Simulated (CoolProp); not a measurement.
Saturation properties of hydrogen chloride.

The numbers come from the reference Helmholtz-energy equation of state, Thol 2018 in CoolProp.

| T (K) | p (kPa) | liquid density (kg/m³) | vapour density (kg/m³) | enthalpy of vaporisation (kJ/kg) |
|---|---|---|---|---|
| 254.9 | ___ | 995.0 | 32.68 | 350.1 |
| 257.8 | 1696 | 985.0 | 35.65 | 344.5 |
| 260.7 | 1844 | 974.8 | 38.86 | 338.8 |
| 263.6 | 2001 | 964.3 | ___ | 332.8 |
| 266.5 | ___ | 953.5 | ___ | ___ |
| 269.4 | 2345 | ___ | 50.04 | 320.2 |
| 272.3 | 2532 | 931.2 | ___ | 313.5 |
| 275.3 | 2738 | 919.1 | 59.23 | 306.3 |
| 278.2 | 2948 | 907.0 | 64.32 | 299.1 |
| 281.1 | 3169 | 894.5 | 69.84 | 291.5 |
| 284 | 3403 | 881.5 | 75.84 | 283.5 |
| 286.9 | 3650 | 868.1 | 82.38 | 275.2 |

Question: Some entries are withheld; supply them.

Answer: 
- 254.9, p (kPa): 1557
- 263.6, vapour density (kg/m³): 42.31
- 266.5, p (kPa): 2168
- 266.5, vapour density (kg/m³): 46.03
- 266.5, enthalpy of vaporisation (kJ/kg): 326.6
- 269.4, liquid density (kg/m³): 942.5
- 272.3, vapour density (kg/m³): 54.38

It boils at 188.2 K under 1 atm.
